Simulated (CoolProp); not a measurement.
The fluid at 293.15 K and 2.55 MPa flows at 1.8 m/s in a round tube of 25 mm bore and 0.25 µm roughness, fully developed (64/Re and Nu = 3.66 if laminar; Colebrook and Gnielinski if turbulent). The same conditions are run with several fluids, on thermodynamics alone (safety and materials aside).

Computed with CoolProp (reference Helmholtz-energy equation of state of each fluid (R11: Jacobsen 1992; R507A: Lemmon 2003; n-hexane: Thol 2019; ethanol: Schroeder 2014; ethylbenzene: Zhou 2012)). Blends and air are pseudo-pure fits.

| fluid | Reynolds number | Darcy friction factor | pressure drop (Pa/m) | heat-transfer coefficient (W/(m² K)) | mass flow (kg/h) |
|---|---|---|---|---|---|
| R11 | 144000 | 0.0168 | 1620 | 2420 | 4750 |
| R507A | 340000 | 0.0142 | 1000 | 3190 | 3450 |
| n-hexane | 92700 | 0.0183 | 786 | 2560 | 2110 |
| ethanol | 29400 | 0.0236 | 1210 | 1960 | 2520 |
| ethylbenzene | 59100 | 0.0202 | 1140 | 2170 | 2760 |

Transport values come from each fluid's own correlations; those of R11, ethylbenzene are estimates that may be off by 10 % or more.
